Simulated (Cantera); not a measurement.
Equilibrium for chemical vapour transport: Fe + Cl2 + H2

A closed system holds: 1 mol Fe, 0.028 mol Cl2, 0.038 mol H2, at 677 °C.

Cantera equilibrium calculation (NASA polynomials, part measured and part estimated; ideal gas, pure solids and liquids). Candidate condensed phases: Fe, FeCl2, FeCl3; 11 gas species. Rates play no part.

```tsv
P (Pa)	log p H2	log p HCl	log p FeCl2	log p Fe2Cl4	log p FeCl3	log p Cl	n Fe(α)	n FeCl2(s)
1000	-2.52	-2.26	-2.86	-4.27	-6.63	-10.27	0.990	0
2200	-2.17	-1.92	-2.54	-3.62	-6.14	-10.11	0.990	0
4600	-1.84	-1.61	-2.25	-3.04	-5.71	-9.96	0.989	0
10000	-1.39	-1.31	-2.09	-2.72	-5.47	-9.88	0.986	0.00656
22000	-0.91	-1.06	-2.09	-2.72	-5.47	-9.88	0.982	0.0154
46000	-0.51	-0.86	-2.09	-2.72	-5.47	-9.88	0.979	0.0199
100000	-0.11	-0.66	-2.09	-2.72	-5.47	-9.88	0.977	0.0228
220000	0.27	-0.47	-2.09	-2.72	-5.47	-9.88	0.975	0.0246
460000	0.61	-0.30	-2.09	-2.72	-5.47	-9.88	0.974	0.0257
1000000	0.97	-0.13	-2.09	-2.72	-5.47	-9.88	0.973	0.0265
```
log p: log10 of the partial pressure in bar; n: condensed amount in mol.

From 10.0 mbar to 46.0 mbar the condensed part is Fe(α). From 0.100 bar to 10.0 bar the condensed part is Fe(α) + FeCl2(s). The main Fe-bearing gas is FeCl2 throughout.
